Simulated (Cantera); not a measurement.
An isothermal, constant-pressure homogeneous reactor starts with 3.23 % NH₃, 96.8 % H₂, at 2300 K and 0.390 bar.

Computed with Cantera and the gas-phase N/H chemistry of the illustrative SiF4/NH3 mechanism in the Surface Chemkin manual (1991). Walls and surfaces, which speed up NH3 decomposition in real reactors, are not modelled.

One state of this run: x NH₃ = 1.24e-6; x H₂ = 0.969; x N₂H₂ = <1e-12; x N₂H₄ = <1e-12; x N₂ = 0.0155; x NH₂ = 6.24e-8. x: mole fraction; the columns are a selection and need not sum to one.

Q: Which value of t (s) does it belong to?
(A) 2.29
(B) 65.4
(C) 0.000300
(D) 21.4

A: A, 2.29
